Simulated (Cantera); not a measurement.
An isothermal, constant-pressure homogeneous reactor starts with CH₄ : H₂ : H = 0.04 : 1 : 0.02 (molar parts), at 1475 K and 100.0 Torr. Integrator tolerance rtol = 1e-08.

Cantera simulation using GRI-Mech 3.0 (53 species, 325 reactions); the numbers are that mechanism's predictions, not measurements. GRI-Mech 3.0 stops at C3 and has no aromatics, soot or wall deposition, so with more carbon than oxygen in the feed, carbon stays in small species such as C2H2 where larger ones or solid carbon would form.

Task: What does this change do: CH4 0.04 to 0.094 parts?

Result: 
```
quantity                                              before                                     after
-----------------  -----------------------------------------  ----------------------------------------
x(CH₄) at 2.00 s       0.0339 (gas-phase equilibrium 0.0148)     0.0718 (gas-phase equilibrium 0.0228)
x(H₂) at 2.00 s          0.964 (gas-phase equilibrium 0.974)       0.922 (gas-phase equilibrium 0.948)
x(H) at 2.00 s       3.16e-5 (gas-phase equilibrium 3.53e-5)   2.81e-5 (gas-phase equilibrium 3.48e-5)
x(C₂H₂) at 2.00 s     0.00188 (gas-phase equilibrium 0.0107)    0.00579 (gas-phase equilibrium 0.0275)
x(CH₂) at 2.00 s   5.82e-10 (gas-phase equilibrium 3.14e-10)  1.06e-9 (gas-phase equilibrium 4.97e-10)
x(C₂H₆) at 2.00 s    1.49e-6 (gas-phase equilibrium 6.89e-7)   6.02e-6 (gas-phase equilibrium 1.68e-6)
```

Task: What does this change do: temperature 1475 to 2773 K?

Result: 
```
quantity                                              before                                      after
-----------------  -----------------------------------------  -----------------------------------------
x(CH₄) at 2.00 s       0.0339 (gas-phase equilibrium 0.0148)    6.92e-6 (gas-phase equilibrium 7.02e-6)
x(H₂) at 2.00 s          0.964 (gas-phase equilibrium 0.974)        0.800 (gas-phase equilibrium 0.800)
x(H) at 2.00 s       3.16e-5 (gas-phase equilibrium 3.53e-5)        0.183 (gas-phase equilibrium 0.183)
x(C₂H₂) at 2.00 s     0.00188 (gas-phase equilibrium 0.0107)      0.0162 (gas-phase equilibrium 0.0162)
x(CH₂) at 2.00 s   5.82e-10 (gas-phase equilibrium 3.14e-10)    1.06e-5 (gas-phase equilibrium 1.08e-5)
x(C₂H₆) at 2.00 s    1.49e-6 (gas-phase equilibrium 6.89e-7)  2.69e-12 (gas-phase equilibrium 2.77e-12)
```

Task: What does this change do: pressure from 100.0 Torr to 17.3 Torr?

Result: 
```csv
quantity,before,after
x(CH₄) at 2.00 s,0.0339 (gas-phase equilibrium 0.0148),0.0324 (gas-phase equilibrium 0.00321)
x(H₂) at 2.00 s,0.964 (gas-phase equilibrium 0.974),0.965 (gas-phase equilibrium 0.980)
x(H) at 2.00 s,3.16e-5 (gas-phase equilibrium 3.53e-5),6.97e-5 (gas-phase equilibrium 8.52e-5)
x(C₂H₂) at 2.00 s,0.00188 (gas-phase equilibrium 0.0107),0.00266 (gas-phase equilibrium 0.0167)
x(CH₂) at 2.00 s,5.82e-10 (gas-phase equilibrium 3.14e-10),2.68e-9 (gas-phase equilibrium 3.93e-10)
x(C₂H₆) at 2.00 s,1.49e-6 (gas-phase equilibrium 6.89e-7),1.14e-6 (gas-phase equilibrium 3.22e-8)
```
Radical loss at walls, strong at low pressure, is not modelled.
